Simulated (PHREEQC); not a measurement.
A solution holds 55 mmol/kgw NiSO4, 0.015 mmol/kgw H3AsO4, 95 mmol/kgw HCl and 47 mmol/kgw NaCl, at 25 °C. Closed to the air; pH follows from the charge balance.

Computed with PHREEQC (ion-association model, wateq4f.dat).

Each row changes one thing in this solution. This is a speciation only: nothing precipitates in the calculation.

| case | pH | ionic strength (mol/kgw) | Cl- (mol/kgw) | HSO4- (mol/kgw) | SO4-2 (mol/kgw) | NaSO4- (mol/kgw) | SI of Halite (NaCl) | SI of Mirabilite (Na2SO4:10H2O) |
|---|---|---|---|---|---|---|---|---|
| as made | 1.29 | 0.254 | 0.136 | 0.0293 | 0.0155 | 0.000956 | -4.08 | -4.24 |
| NaCl from 0.047 to 0.094 mol/kgw | 1.28 | 0.300 | 0.181 | 0.0288 | 0.0159 | 0.00186 | -3.67 | -3.67 |
| H3AsO4 left out | 1.29 | 0.254 | 0.136 | 0.0293 | 0.0155 | 0.000956 | -4.08 | -4.24 |
| diluted 10-fold with water | 2.15 | 0.0299 | 0.0141 | 0.00140 | 0.00326 | 4.01e-5 | -5.91 | -6.45 |
| NiSO4 replaced by FeSO4 at the same molality | 1.30 | 0.253 | 0.140 | 0.0272 | 0.0148 | 0.000914 | -4.07 | -4.26 |

Species that the database lacks are ignored. The database has no arsenate complexes of Ni.
